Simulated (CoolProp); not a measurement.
Vapour-liquid equilibrium of R143a (1) + R134a (2) at 191 kPa; x and y are mole fractions of (1).

The numbers come from the multi-fluid Helmholtz-energy mixture model, Lemmon and Jacobsen 2000 and Tillner-Roth 1994; pair parameters Lemmon 2004 in CoolProp.

```json
[
 {"x": "0.05", "bubble temperature (°C)": "-12.7", "y at the bubble point": "0.101", "dew temperature at overall composition x (°C)": "-12.0", "liquid density (mol/L)": "13.08"},
 {"x": "0.2", "bubble temperature (°C)": "-16.9", "y at the bubble point": "0.354", "dew temperature at overall composition x (°C)": "-14.3", "liquid density (mol/L)": "13.16"},
 {"x": "0.35", "bubble temperature (°C)": "-20.6", "y at the bubble point": "0.547", "dew temperature at overall composition x (°C)": "-16.8", "liquid density (mol/L)": "13.22"},
 {"x": "0.5", "bubble temperature (°C)": "-23.9", "y at the bubble point": "0.696", "dew temperature at overall composition x (°C)": "-19.6", "liquid density (mol/L)": "13.28"},
 {"x": "0.65", "bubble temperature (°C)": "-26.9", "y at the bubble point": "0.812", "dew temperature at overall composition x (°C)": "-22.9", "liquid density (mol/L)": "13.33"},
 {"x": "0.8", "bubble temperature (°C)": "-29.6", "y at the bubble point": "0.904", "dew temperature at overall composition x (°C)": "-26.6", "liquid density (mol/L)": "13.36"},
 {"x": "0.95", "bubble temperature (°C)": "-32.1", "y at the bubble point": "0.978", "dew temperature at overall composition x (°C)": "-31.1", "liquid density (mol/L)": "13.39"}
]
```

No azeotrope shows between x = 0.05 and 0.95.

The pair parameters rest on a limited set of measurements; away from them the model extrapolates.
